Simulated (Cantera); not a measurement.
What does this Cantera script print?

```python
import numpy as np
import cantera as ct

surf = ct.Interface("diamond.yaml", "diamond_100")
gas, bulk = surf.adjacent["gas"], surf.adjacent["diamond"]
k = surf.kinetics_species_index(bulk.species_names[0])
cover = ["c6HH", "c6H*", "c6*H", "c6**", "c6HM", "c6B"]

rows, drift = [], 0.0
print(f"{'xCH3':>10s}{'um/h':>11s}" + "".join(f"{s:>11s}" for s in cover))
for v in [1e-06, 2.8e-06, 8e-06, 2.3e-05, 6.5e-05, 0.00018, 0.00052, 0.0015, 0.0042]:
    T, P, xH, xCH3 = 1000, 4900, 0.00027, v
    gas.TPX = T, P, {"H": xH, "CH3": xCH3, "CH4": 0.0021, "H2": 1 - xH - xCH3 - 0.0021}
    surf.TP = bulk.TP = T, P
    surf.coverages = "c6H*:0.1, c6HH:0.9"
    surf.advance_coverages(100.0)
    before = surf.coverages
    surf.advance_coverages(100.0)
    drift = max(drift, np.max(np.abs(surf.coverages - before) / (surf.coverages + 1e-9)))
    rate = surf.net_production_rates[k] * bulk.mean_molecular_weight / bulk.density * 3.6e9
    rows.append([rate, *surf[cover].coverages])
    print(f"{v:10.4g}{rate:11.4e}" + "".join(f"{x:11.3e}" for x in rows[-1][1:]))
```

It prints:

```
      xCH3       um/h       c6HH       c6H*       c6*H       c6**       c6HM        c6B
     1e-06 1.3743e-02  6.098e-01  1.776e-02  3.636e-01  7.386e-03  1.059e-03  3.729e-11
   2.8e-06 3.8362e-02  6.083e-01  1.771e-02  3.626e-01  7.357e-03  2.956e-03  1.041e-10
     8e-06 1.0865e-01  6.038e-01  1.757e-02  3.598e-01  7.273e-03  8.371e-03  2.948e-10
   2.3e-05 3.0468e-01  5.914e-01  1.720e-02  3.521e-01  7.042e-03  2.348e-02  8.268e-10
   6.5e-05 8.0575e-01  5.595e-01  1.623e-02  3.324e-01  6.456e-03  6.214e-02  2.186e-09
   0.00018 1.8996e+00  4.899e-01  1.412e-02  2.891e-01  5.207e-03  1.468e-01  5.155e-09
   0.00052 3.8321e+00  3.662e-01  1.037e-02  2.124e-01  3.147e-03  2.973e-01  1.040e-08
    0.0015 5.9940e+00  2.258e-01  6.124e-03  1.254e-01  1.230e-03  4.684e-01  1.627e-08
    0.0042 7.5468e+00  1.227e-01  3.005e-03  6.153e-02  3.128e-04  5.945e-01  2.048e-08
```

Cantera simulation using the Harris–Goodwin 1993 mechanism for the reconstructed diamond (100) surface; the numbers are that mechanism's predictions, not measurements.
